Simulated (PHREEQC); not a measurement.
Model water analysis in mg/L, 25 °C, pH 6.92, pe 0.9:

```csv
constituent,mg/L
Na,0.00615
K,0.0056
Ca,0.0559
Mg,0.00238
Cl,0.0124
S(6) as SO4,0.076
Alkalinity as HCO3,0.0903
Sr,3.38e-05
N(-3) as NH4,0.000693
Ba,0.00793
Br,0.0025
```

Valence states are taken as typed.

Model: ion-association model, phreeqc.dat, run in PHREEQC.

No solid was allowed to form.

**Question.** What charge-balance error does the model give?

**Answer.** charge-balance error 1.5 %.

**Question.** In which forms is C present?

**Answer.** HCO3- 79 %, CO2 21 % of the C.
